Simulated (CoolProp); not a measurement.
Vapour pressure (kPa) of C3F8 (R218): the reference equation beside estimates from Tc = 345.0 K, pc = 2640 kPa, ω = 0.317. Clausius-Clapeyron is anchored at 191.7 K with a constant enthalpy of vaporisation of 22.56 kJ/mol.

Model: reference Helmholtz-energy equation of state, Lemmon 2006, in CoolProp. It is a short technical equation, of lower accuracy than the large ones.

```csv
T (K),reference,Clausius-Clapeyron,van der Waals,Soave-Redlich-Kwong
191.7,7.557,7.557,145.0,7.469
197.7,11.63,11.61,174.9,11.50
203.6,17.25,17.28,208.2,17.08
209.6,25.07,25.31,246.3,24.85
215.6,35.55,36.28,288.9,35.27
221.6,49.28,51.01,336.1,48.97
227.6,66.95,70.45,388.3,66.63
233.6,89.27,95.68,445.6,89.00
239.6,117.0,128.0,508.1,116.9
245.5,150.5,168.0,575.0,150.6
251.5,191.6,218.7,648.7,192.1
```

Absolute difference from the reference over all 11 rows, mean and median: Clausius-Clapeyron 4.9 and 3.5 %, van der Waals 749.2 and 582.0 %, Soave-Redlich-Kwong 0.6 and 0.6 %.
